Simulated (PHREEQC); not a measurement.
A column of 0.2 m (30 cells, dispersivity 0.01 m, 720 s a shift, diffusion coefficient 3e-10 m²/s) holds 0.0034 eq of the database's cation exchanger X per kg of pore water, first in equilibrium with 23 mmol/kgw KBr, 0.63 mmol/kgw KCl, 8.9 mmol/kgw MnCl2 and 0.01 mmol/kgw HCl. It is flushed with 3.7 mmol/kgw KBr, 1.9 mmol/kgw MnCl2 and 0.01 mmol/kgw HCl, at 40 °C. Values are for the last cell. No CO2 enters from the air. No solid was allowed to form.

All values are PHREEQC results (ion-association model, phreeqc.dat), not measurements.

```
pore volumes  K in solution (mol/kgw)  Br in solution (mol/kgw)  Cl in solution (mol/kgw)  Mn in solution (mol/kgw)  KX on the exchanger (mol/kgw)  MnX2 on the exchanger (mol/kgw)
------------  -----------------------  ------------------------  ------------------------  ------------------------  -----------------------------  -------------------------------
0                              0.0236                    0.0230                    0.0184                   0.00890                        0.00160                         0.000901
0.3167                         0.0236                    0.0230                    0.0184                   0.00890                        0.00160                         0.000901
0.5167                         0.0233                    0.0226                    0.0181                   0.00871                        0.00159                         0.000904
0.8167                     (withheld)                    0.0170                    0.0139                   0.00641                        0.00148                         0.000960
1.117                      (withheld)                   0.00959                   0.00828                (withheld)                     (withheld)                          0.00108
1.417                         0.00647                   0.00566                   0.00530                   0.00224                       0.000998                          0.00120
1.617                         0.00512                   0.00456                   0.00446                   0.00194                       0.000869                          0.00127
1.917                         0.00420                   0.00393                   0.00398                   0.00185                       0.000747                          0.00133
2.217                         0.00387                   0.00376                   0.00385                (withheld)                       0.000693                          0.00135
2.517                         0.00376                   0.00371                   0.00382                   0.00188                       0.000672                          0.00136
2.717                         0.00373                   0.00371                   0.00381                   0.00189                       0.000666                          0.00137
3.017                         0.00371                   0.00370                   0.00381                   0.00190                       0.000662                          0.00137
```

Q: What belongs in the gaps?

A: 
- 0.8167, K in solution (mol/kgw): 0.0180
- 1.117, K in solution (mol/kgw): 0.0107
- 1.117, Mn in solution (mol/kgw): 0.00357
- 1.117, KX on the exchanger (mol/kgw): 0.00124
- 2.217, Mn in solution (mol/kgw): 0.00186

Constants without temperature data keep their 25 °C values here.
